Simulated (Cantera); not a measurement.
What does this Cantera script print?

```python
import numpy as np
import cantera as ct

gas_names = """
    CL CLO CL2 Fe FeCL FeCL2 FeCL3 FeO Fe(OH)2 Fe2CL4 Fe2CL6 H HCL HOCL HO2 H2 H2O H2O2 O OH O2 O3
""".split()
cond_names = """
    Fe(a) Fe(c) Fe(d) Fe(L) FeCL2(s) FeCL2(L) FeCL3(s) FeCL3(L) FeO(s) FeO(L) Fe(OH)2(s) Fe(OH)3(s)
    Fe2O3(s) Fe3O4(s) H2O(s) H2O(L)
""".split()


# ... load() reads the species with a 1 bar reference pressure and builds the phases ...
atoms = {
    'Fe2O3': {'Fe': 2, 'O': 3},
    'HCl': {'H': 1, 'CL': 1},
}
top_T = {'Fe2O3(s)': 1830, 'Fe3O4(s)': 1870}  # K; cautious upper limits of use, not melting points


# ... equilibrate(T, P, feed) seeds the gas with the atoms and calls Mixture.equilibrate('TP', solver="vcs", rtol=1e-11, max_steps=5000) ...
results = []
feed = {'Fe2O3': 1, 'HCl': 96}  # mol
P = 4700  # Pa
for T in [1023, 1123, 1223, 1323, 1423, 1523, 1623, 1723]:
    mix = equilibrate(T, P, feed)
    results.append((T, P, feed, dict(zip(mix.species_names, mix.species_moles))))
    x = sorted(zip(gas.X, gas.species_names), reverse=True)
    print(f"T = {T:g} K  P = {P:g} Pa  gas = {mix.phase_moles(0):.4g} mol")
    print("   x: " + "  ".join(f"{s} {v:.3e}" for v, s in x if v > 1e-05))
    print("   condensed (mol): " + ("  ".join(f"{mix.phase(i).name} {mix.phase_moles(i):.4g}"
          for i in range(1, mix.n_phases) if mix.phase_moles(i) > 1e-12) or "none"))
```

Result:

```
T = 1023 K  P = 4700 Pa  gas = 95.29 mol
   x: HCL 9.445e-01  H2O 3.148e-02  FeCL3 1.488e-02  FeCL2 6.051e-03  CL2 2.965e-03  CL 1.366e-04  Fe2CL6 1.416e-05  Fe2CL4 1.333e-05
   condensed (mol): none
T = 1123 K  P = 4700 Pa  gas = 95.53 mol
   x: HCL 9.422e-01  H2O 3.135e-02  FeCL2 1.049e-02  FeCL3 1.042e-02  CL2 4.879e-03  CL 6.455e-04  O2 2.623e-05
   condensed (mol): none
T = 1223 K  P = 4700 Pa  gas = 95.82 mol
   x: HCL 9.397e-01  H2O 3.108e-02  FeCL2 1.468e-02  FeCL3 6.181e-03  CL2 6.046e-03  CL 2.146e-03  O2 1.132e-04
   condensed (mol): none
T = 1323 K  P = 4700 Pa  gas = 96.12 mol
   x: HCL 9.373e-01  H2O 3.072e-02  FeCL2 1.763e-02  CL2 5.692e-03  CL 5.282e-03  FeCL3 3.174e-03  O2 2.404e-04
   condensed (mol): none
T = 1423 K  P = 4700 Pa  gas = 96.44 mol
   x: HCL 9.343e-01  H2O 3.056e-02  FeCL2 1.928e-02  CL 9.999e-03  CL2 4.102e-03  FeCL3 1.458e-03  O2 2.684e-04
   condensed (mol): none
T = 1523 K  P = 4700 Pa  gas = 96.71 mol
   x: HCL 9.312e-01  H2O 3.068e-02  FeCL2 2.007e-02  CL 1.493e-02  CL2 2.262e-03  FeCL3 6.117e-04  O2 1.620e-04  H2 2.847e-05  OH 1.889e-05
   condensed (mol): none
T = 1623 K  P = 4700 Pa  gas = 96.89 mol
   x: HCL 9.288e-01  H2O 3.081e-02  FeCL2 2.040e-02  CL 1.843e-02  CL2 1.010e-03  FeCL3 2.431e-04  H2 1.602e-04  O2 5.906e-05  OH 3.250e-05
   condensed (mol): none
T = 1723 K  P = 4700 Pa  gas = 97.03 mol
   x: HCL 9.261e-01  H2O 3.083e-02  CL 2.114e-02  FeCL2 2.051e-02  H2 8.149e-04  CL2 4.481e-04  FeCL3 1.013e-04  OH 4.979e-05  H 2.401e-05  O2 1.974e-05
   condensed (mol): none
```

Method: chemical equilibrium by Gibbs-energy minimisation in Cantera with the NASA 1993 tables (ideal gas, pure condensed phases).
